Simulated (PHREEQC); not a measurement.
Nickel, zinc or cadmium bath (model solution)

Consider water at 20 °C with 0.023 mol/kgw ZnSO4, 0.0021 mol/kgw Na2SO4, 0.00028 mol/kgw H2SO4 and 0.0096 mol/kgw HNO3. Closed to the air; pH follows from the charge balance.

Equilibrium calculation in PHREEQC: ion-association model, phreeqc.dat.

- pH: 2.24
- ionic strength: 0.0685 mol/kgw
- density: 1.002 g/cm³
- total alkalinity: -10.2 meq/kg

```csv
species,molality,activity,log γ
Zn+2,0.0147,0.00625,-0.371
SO4-2,0.0128,0.00540,-0.373
NO3-,0.00960,0.00753,-0.105
ZnSO4,0.00749,0.00761,0.007
H+,0.00680,0.00573,-0.075
Na+,0.00409,0.00331,-0.092
HSO4-,0.00336,0.00270,-0.095
Zn(SO4)2-2,0.000830,0.000348,-0.378
NaSO4-,0.000107,8.67e-5,-0.090
ZnOH+,1.01e-9,8.13e-10,-0.095
```

No solid was allowed to form.
